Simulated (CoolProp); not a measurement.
n-perfluorohexane along the isobar 2.57 MPa: density (kg/m³) from the reference equation and from simpler models built on Tc = 174.9 °C, pc = 1.742 MPa, ω = 0.497; each cubic takes its own stable root.

Values from CoolProp's reference Helmholtz-energy equation of state, Gao 2022.

```csv
T (°C),phase,reference,van der Waals,Redlich-Kwong,Soave-Redlich-Kwong,Peng-Robinson
-36.85,liquid,1856,1043,1528,1597,1794
-21.65,liquid,1815,1025,1496,1571,1765
-6.35,liquid,[?],1006,1463,1542,1734
8.95,liquid,1732,987.1,[?],1510,1700
24.15,liquid,1690,967.2,1390,1476,1663
39.45,liquid,1646,946.1,1350,1438,1622
54.75,liquid,1601,924.0,1308,1397,1577
69.95,liquid,[?],900.9,1264,1352,1527
85.25,liquid,1505,[?],1216,1303,1471
100.55,liquid,1452,849.5,1164,1247,1409
115.75,liquid,1393,821.0,1108,[?],1338
131.05,liquid,[?],789.7,1047,1113,1255
146.35,liquid,1251,755.0,977.6,1030,1158
161.55,liquid,1156,[?],898.9,928.9,1039
176.85,supercritical,1023,669.9,804.1,798.1,883.5
```

Task: Some entries are withheld; supply them.

Result: 
- -6.35, reference: 1773
- 8.95, Redlich-Kwong: 1427
- 69.95, reference: 1555
- 85.25, van der Waals: 876.1
- 115.75, Soave-Redlich-Kwong: 1185
- 131.05, reference: 1327
- 161.55, van der Waals: 715.9
